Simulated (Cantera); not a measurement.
# Ignition delay

Mixture: 14.4 % CH4, 1.06 % H2, 16.2 % O2, 61.2 % N2, 3.45 % CO2, 3.73 % C2H6, equivalence ratio 2.6, at 750 Torr, adiabatic and at constant volume. Ignition delay is the time to a rise of 400 K.

Model: GRI-Mech 3.0 (53 species, 325 reactions), integrated in Cantera.

| T0 (K) | delay (ms) |
|---|---|
| 1148 | 5.52 |
| 1223 | 1.90 |
| 1298 | 0.840 |
| 1373 | 0.434 |
| 1448 | 0.240 |
| 1523 | 0.139 |
| 1598 | 0.0837 |
| 1673 | 0.0531 |
| 1748 | 0.0354 |

```
Property                                                 Value
--------------------------------------------------  ----------
apparent activation energy between 1598 and 1748 K  130 kJ/mol
```
